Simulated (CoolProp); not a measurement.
Saturation properties of dodecamethylpentasiloxane (MD3M).

Computed with CoolProp (reference Helmholtz-energy equation of state, Thol 2019).

| T (K) | p (kPa) | enthalpy of vaporisation (kJ/kg) | vapour Z | surface tension (mN/m) |
|---|---|---|---|---|
| 395.6 | 3.365 | 146.1 | 0.9911 | 11.4 |
| 408.1 | 5.675 | 142.2 | 0.9867 | 10.7 |
| 420.7 | 9.214 | 138.2 | 0.9810 | 9.91 |
| 433.2 | 14.35 | 134.3 | 0.9736 | 9.17 |
| 445.7 | 21.63 | 130.3 | 0.9643 | 8.44 |
| 458.2 | 31.65 | 126.2 | 0.9530 | 7.72 |
| 470.8 | 45.20 | 121.9 | 0.9393 | 7.01 |
| 483.3 | 62.85 | 117.6 | 0.9232 | 6.32 |
| 495.8 | 85.55 | 113.1 | 0.9043 | 5.64 |
| 508.3 | 114.2 | 108.4 | 0.8825 | 4.98 |

It boils at 503.0 K under 1 atm.

Surface tension comes from a separate correlation (Mulero 2014), older than this fluid's equation and unchecked against measurements.
